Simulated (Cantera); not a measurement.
Input (Python, Cantera) and output of one run.

```python
import numpy as np
import cantera as ct

gas_names = """
    H HNO HNO2 HNO3 HO2 H2 H2O H2O2 N NH NH2 NH3 NH2OH NO NO2 NO3 N2 N2H2 N2H4 N2O O OH O2 O3
""".split()
cond_names = """
    H2O(s) H2O(L)
""".split()


# ... load() reads the species with a 1 bar reference pressure and builds the phases ...
atoms = {
    'H2O': {'H': 2, 'O': 1},
    'N2': {'N': 2},
    'H2': {'H': 2},
}
top_T = {}  # K; cautious upper limits of use, not melting points


# ... equilibrate(T, P, feed) seeds the gas with the atoms and calls Mixture.equilibrate('TP', solver="vcs", rtol=1e-11, max_steps=5000) ...
results = []
T = 675  # K
P = 10000  # Pa
for m in [0.27, 0.41, 0.6, 0.9, 1.3, 2, 2.9, 4.3, 6.4, 9.5, 14, 21]:
    feed = {'H2O': 1, 'N2': m, 'H2': 0.034}  # mol
    mix = equilibrate(T, P, feed)
    results.append((T, P, feed, dict(zip(mix.species_names, mix.species_moles))))

top = {s: max(r[3][s] / sum(r[3][g] for g in gas_names) for r in results) for s in gas_names}
cols = sorted((s for s in top if top[s] > 0.0001), key=lambda s: -top[s])[:9]
seen = [c for c in cond_names if any(r[3].get(c, 0) > 1e-12 for r in results)]
print("log10 of partial pressures in bar; condensed amounts in mol")
print(f"{'n(N2)':>10s}" + "".join(f"{s[:9]:>10s}" for s in cols + seen))
for T, P, feed, n in results:
    ng = sum(n[g] for g in gas_names)
    print(f"{feed['N2']:10.4g}" + "".join(f"{np.log10(max(n[s] / ng * P / 1e5, 1e-99)):10.3f}" for s in cols)
          + "".join(f"{n.get(c, 0):10.4g}" for c in seen))
```

It prints:

```
log10 of partial pressures in bar; condensed amounts in mol
     n(N2)        N2       H2O        H2
      0.27    -1.684    -1.115    -2.584
      0.41    -1.547    -1.160    -2.628
       0.6    -1.435    -1.213    -2.682
       0.9    -1.332    -1.286    -2.755
       1.3    -1.254    -1.368    -2.837
         2    -1.181    -1.482    -2.951
       2.9    -1.132    -1.595    -3.063
       4.3    -1.094    -1.727    -3.196
       6.4    -1.065    -1.871    -3.340
       9.5    -1.045    -2.023    -3.491
        14    -1.031    -2.177    -3.646
        21    -1.021    -2.343    -3.812
```

Cantera equilibrium calculation (NASA polynomials, part measured and part estimated; ideal gas, pure solids and liquids).
